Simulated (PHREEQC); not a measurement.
A solution holds 0.18 mol FeSO4, 0.002 mol NaH2PO4 and 0.0042 mol Na2SO4 per kg of water, at 25 °C. Closed to the air; pH follows from the charge balance.

The numbers come from PHREEQC with the ion-association model, phreeqc.dat.

### Question
The ionic strength comes out as 0.378 mol/kgw. What activity coefficients do HSO4-, SO4-2, FeH2PO4+, Fe+2, NaSO4- get?

### Answer
HSO4- 0.73, SO4-2 0.23, FeH2PO4+ 0.71, Fe+2 0.27, NaSO4- 0.71.

This is a speciation only: nothing precipitates in the calculation. The solution is supersaturated, for example in Vivianite, so a real one may precipitate; this is no full list. Species that the database lacks are ignored.
